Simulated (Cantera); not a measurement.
## Adiabatic ignition

An adiabatic, constant-pressure homogeneous reactor starts with C3H8 : O2 : N2 : CO2 = 1 : 3.85 : 14.5 : 0.24 (molar parts), equivalence ratio 1.3, at 1425 K and 1000000 Pa.

Detailed kinetics in Cantera: GRI-Mech 3.0 (53 species, 325 reactions). GRI-Mech 3.0 was tuned for natural gas; its chemistry of propane as a main component is partial and can be far from experiment.

```
t (s)     T (K)  x C3H8     x O2     x CH2      x H2     x CH4     x OH    x CH2O
--------  -----  ------  -------  --------  --------  --------  -------  --------
1.00e-6    1424  0.0509    0.196  4.65e-10   1.66e-5   4.52e-6  4.90e-7   4.94e-6
2.90e-6    1423  0.0505    0.196   5.49e-9   9.14e-5   4.29e-5  2.09e-6   8.81e-5
8.42e-6    1423  0.0487    0.195   1.19e-8  0.000463  0.000293  2.98e-6  0.000575
2.44e-5    1429  0.0422    0.191   2.29e-8   0.00202   0.00136  5.45e-6   0.00221
7.09e-5    2884  <1e-12  0.00283  1.42e-12    0.0282    <1e-12  0.00981   9.61e-9
0.000206   2884  <1e-12  0.00236  1.49e-12    0.0285  1.09e-12  0.00905   9.88e-9
0.000597   2878  <1e-12  0.00219  1.49e-12    0.0289  1.15e-12  0.00876   1.01e-8
0.00173    2878  <1e-12  0.00218  1.49e-12    0.0289  1.16e-12  0.00874   1.01e-8
0.00503    2878  <1e-12  0.00218  1.49e-12    0.0289  1.16e-12  0.00874   1.01e-8
0.0146     2878  <1e-12  0.00218  1.49e-12    0.0289  1.16e-12  0.00874   1.01e-8
0.0423     2878  <1e-12  0.00218  1.49e-12    0.0289  1.16e-12  0.00874   1.01e-8
0.123      2878  <1e-12  0.00218  1.49e-12    0.0289  1.16e-12  0.00874   1.01e-8
0.356      2878  <1e-12  0.00218  1.49e-12    0.0289  1.16e-12  0.00874   1.01e-8
1.03       2878  <1e-12  0.00218  1.49e-12    0.0289  1.16e-12  0.00874   1.01e-8
3.00       2878  <1e-12  0.00218  1.49e-12    0.0289  1.16e-12  0.00874   1.01e-8
```
x: mole fraction; the columns are a selection and need not sum to one.

```json
{
  "time_of_steepest_temperature_rise": "51.1 µs",
  "temperature at 3.00 s": "2878 K",
  "equilibrium_temperature": "2878 K",
  "x(C3H8) at 3.00 s": "<1e-12 (gas-phase equilibrium <1e-12)",
  "x(O2) at 3.00 s": "0.00218 (gas-phase equilibrium 0.00218)",
  "x(CH2) at 3.00 s": "1.49e-12 (gas-phase equilibrium 1.59e-12)"
}
```
